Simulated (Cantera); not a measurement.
A closed system holds: 1 mol B₂O₃, 7.7 mol N₂, 61 mol H₂, 2.9 mol H₂O, equilibrated at 1398 K and 0.210 bar.

Method: chemical equilibrium by Gibbs-energy minimisation in Cantera with the NASA 1993 tables (ideal gas, pure condensed phases). Candidate condensed phases: B, BN, B₂O₃, B₃O₃H₃, H₂O; 39 gas species. Gases not in the tables: H₃BO₃. Kinetics and transport are ignored.

Base state: H₂ 0.850, N₂ 0.107, H₂O 0.0384, HBO₂ 0.00392, HBO 2.40e-5, (HBO₂)₃ 2.11e-5, B₂O₃ 1.09e-5 (mole fractions); condensed: B₂O₃(l).

Q: What changes in the equilibrium state with this change: pressure from 0.210 bar to 8.20 mbar?

A: 
| species | before | after |
|---|---|---|
| H₂ | 0.850 | 0.844 |
| N₂ | 0.107 | 0.107 |
| H₂O | 0.0384 | 0.0313 |
| HBO₂ | 0.00392 | 0.0179 |
| B₂O₃ | 1.09e-5 | 0.000280 |
| (HBO₂)₃ | 2.11e-5 | 3.05e-6 |
| HBO | 2.40e-5 | 0.000134 |
| H | 9.52e-6 | 4.80e-5 |
| B₂O₃(l), mol | 0.856 | 0.329 |

Q: What changes in the equilibrium state with this change: temperature from 1398 K to 1998.15 K?

A: 
```csv
species,before,after
H₂,0.850,0.834
N₂,0.107,0.106
H₂O,0.0384,0.0310
HBO₂,0.00392,0.0211
BO,8.19e-9,0.000175
(HBO₂)₃,2.11e-5,2.99e-9
B₂O₂,6.78e-9,3.22e-5
OH,8.49e-9,1.18e-5
H,9.52e-6,0.00320
"B₂O₃(l), mol",0.856,0
```
